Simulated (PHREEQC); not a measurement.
Solution (60 °C): 5.2 mmol/kgw HF, 53 mmol/kgw NH4F, 1.9 mmol/kgw H2SiF6 and 0.5 mmol/kgw HCl. Closed to the air; pH follows from the charge balance.

Computed with PHREEQC (ion-association model, phreeqc.dat).

Each row changes one thing in this solution. Precipitation was switched off in this run.

```json
[
 {"case": "as made", "pH": "4.14", "ionic strength (mol/kgw)": "0.0550", "F- (mol/kgw)": "0.0472", "HF (mol/kgw)": "0.00780", "HF2- (mol/kgw)": "0.00162", "NH3 (mol/kgw)": "2.93e-6"},
 {"case": "diluted 2-fold with water", "pH": "4.14", "ionic strength (mol/kgw)": "0.0275", "F- (mol/kgw)": "0.0240", "HF (mol/kgw)": "0.00424", "HF2- (mol/kgw)": "0.000447", "NH3 (mol/kgw)": "1.57e-6"},
 {"case": "H2SiF6 from 0.0019 to 0.00095 mol/kgw", "pH": "4.26", "ionic strength (mol/kgw)": "0.0540", "F- (mol/kgw)": "0.0493", "HF (mol/kgw)": "0.00620", "HF2- (mol/kgw)": "0.00134", "NH3 (mol/kgw)": "3.87e-6"},
 {"case": "0.002 mol/kgw KOH added", "pH": "4.27", "ionic strength (mol/kgw)": "0.0570", "F- (mol/kgw)": "0.0494", "HF (mol/kgw)": "0.00611", "HF2- (mol/kgw)": "0.00133", "NH3 (mol/kgw)": "3.89e-6"},
 {"case": "NH4F from 0.053 to 0.265 mol/kgw", "pH": "…", "ionic strength (mol/kgw)": "0.267", "F- (mol/kgw)": "0.256", "HF (mol/kgw)": "0.00455", "HF2- (mol/kgw)": "0.00503", "NH3 (mol/kgw)": "8.45e-5"},
 {"case": "NH4F replaced by NH4Br at the same molality", "pH": "2.44", "ionic strength (mol/kgw)": "0.0587", "F- (mol/kgw)": "0.000855", "HF (mol/kgw)": "0.00700", "HF2- (mol/kgw)": "2.63e-5", "NH3 (mol/kgw)": "5.83e-8"},
 {"case": "H2SiF6 from 0.0019 to 0.00038 mol/kgw", "pH": "4.35", "ionic strength (mol/kgw)": "0.0534", "F- (mol/kgw)": "0.0506", "HF (mol/kgw)": "0.00524", "HF2- (mol/kgw)": "0.00117", "NH3 (mol/kgw)": "…"},
 {"case": "H2SiF6 left out", "pH": "4.41", "ionic strength (mol/kgw)": "0.0530", "F- (mol/kgw)": "0.0515", "HF (mol/kgw)": "0.00462", "HF2- (mol/kgw)": "0.00104", "NH3 (mol/kgw)": "5.45e-6"},
 {"case": "temperature from 60 to 15 °C", "pH": "3.78", "ionic strength (mol/kgw)": "0.0551", "F- (mol/kgw)": "0.0476", "HF (mol/kgw)": "0.00797", "HF2- (mol/kgw)": "0.00133", "NH3 (mol/kgw)": "6.83e-8"}
]
```

Q: What belongs in the gaps?

A: 
- NH4F from 0.053 to 0.265 mol/kgw, pH: 5.01
- H2SiF6 from 0.0019 to 0.00038 mol/kgw, NH3 (mol/kgw): 4.71e-6

Species that the database lacks are ignored. Some of these states are supersaturated (in Quartz (slow to form), for instance). Constants without temperature data keep their 25 °C values here. SiF6-2 is the database's only silicon fluoride.
